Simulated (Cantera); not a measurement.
A closed system holds: 1 mol C2H6, 0.022 mol CO2, 26 mol N2, held at 1.00 bar.

Method: chemical equilibrium by Gibbs-energy minimisation in Cantera with the NASA 1993 tables (ideal gas, pure condensed phases). Candidate condensed phases: C, C6H6, C7H8, C8H18, H2O; 136 gas species. Rates play no part.

Problem. At 1500 °C, list the 6 most abundant gas species with their mole fractions, and the condensed phases.

Solution. N2 0.894, H2 0.102, HCN 0.00163, CO 0.00151, H 9.10e-5, HNC 5.80e-5. Condensed: C(graphite).
